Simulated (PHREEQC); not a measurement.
**Brine: an equilibrium model**

Consider water at 25 °C and 500 atm with 1.3 mol NaBr, 0.0073 mol Na2B4O7 and 4.9e-05 mol H4SiO4 per kg of water. Closed to the air; pH follows from the charge balance.

Computed with PHREEQC (Pitzer model, pitzer.dat).

Precipitation was switched off in this run.

### Question
Predict the pH, density, osmotic coefficient.

### Answer
pH 8.48; density 1.116 g/cm³; osmotic coefficient 0.979.

### Question
In which forms is Si present?

### Answer
H4SiO4 83 %, H3SiO4- 17 % of the Si.

In brines, pH and single-ion activities rest on the MacInnes convention. Under pressure, the constants of complexes without a molar volume in the database are unreliable.
